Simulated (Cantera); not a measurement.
A closed system holds: 1 mol Si3N4, 0.96 mol N2O, 1.2 mol H2, held at 1873 K.

These are equilibrium values from Cantera (NASA tables, ideal gas, pure condensed phases), not measurements of a reactor. Candidate condensed phases: H2O, Si, SiO2, Si2N2O, Si3N4; 35 gas species. Mutual solubility and eutectic melting of coexisting phases are not modelled. Gases not in the tables: Si2H6 and higher silanes. Kinetics and transport are ignored.

Task: What share of the Si ends up in condensed phases as a function of P (Pa), at 0.100, 1, 10, 100, 1000, 10000, 100000, 1000000?

Result: 
```tsv
P (Pa)	Si condensed (%)	as
0.100	0.0	-
1	0.0	-
10	50.6	Si(l)
100	66.4	Si(l)
1000	67.8	Si(l)
10000	99.3	Si2N2O(s) + Si3N4(s)
100000	100.0	Si2N2O(s) + Si3N4(s)
1000000	100.0	Si2N2O(s) + Si3N4(s)
```
